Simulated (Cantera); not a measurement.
A closed system holds: 1 mol CaO, 1.6 mol Cl2, 6.6 mol H2, at 850 K and 0.0660 Torr.

These are equilibrium values from Cantera (NASA tables, ideal gas, pure condensed phases), not measurements of a reactor. Candidate condensed phases: Ca, CaCl2, CaO, Ca(OH)2, H2O; 21 gas species. Condensed phases not in the tables: oxide chlorides. Equilibrium is a limit: real reactors are often held back by kinetics, nucleation or transport.

Base state: H2 0.694, HCl 0.167, H2O 0.139 (mole fractions); condensed: CaCl2(s).

**Question.** What changes in the equilibrium state with this change: temperature from 850 K to 1273 K?

**Answer.** 
| species | before | after |
|---|---|---|
| H2 | 0.694 | 0.610 |
| HCl | 0.167 | 0.265 |
| H2O | 0.139 | 0.0627 |
| CaCl2 | 3.21e-7 | 0.0627 |
| H | 1.82e-9 | 5.94e-5 |
| Cl | <1e-9 | 2.19e-5 |
| CaCl2(s), mol | 1.000 | 0 |
| CaO(s), mol | 0 | 0.486 |
